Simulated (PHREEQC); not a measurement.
Consider water at 30 °C with 11 mmol/kgw HBr, 0.3 mmol/kgw FeCl3 and 44 mmol/kgw MnSO4. Closed to the air; pH follows from the charge balance.

Computed with PHREEQC (ion-association model, phreeqc.dat).

No solid was allowed to form.

**Question.** What pH does the model give?

**Answer.** pH 2.33.

**Question.** In which forms is S present?

**Answer.** SO4-2 51 %, MnSO4 37 %, HSO4- 12 %, FeSO4+ 0.5 % of the S.

Examples of supersaturated solids here: Hematite (slow to form), Goethite (slow to form). Others may be too.
